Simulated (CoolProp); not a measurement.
Model: reference Helmholtz-energy equation of state, Lemmon 2022, in CoolProp.

Task: For R1234yf, give the phase and the Z, viscosity (µPa s), Prandtl number at 356.7 K and 2.93 MPa; 240.1 K and 6.17 MPa.

Result: 
- 356.7 K and 2.93 MPa: liquid; Z 0.142, viscosity 66.1, Prandtl number 3.16
- 240.1 K and 6.17 MPa: liquid; Z 0.273, viscosity 334, Prandtl number 4.65

Viscosity comes from a separate model (Bell 2016), an estimate that may be off by 10 % or more. Thermal conductivity comes from a separate model (Perkins 2011).
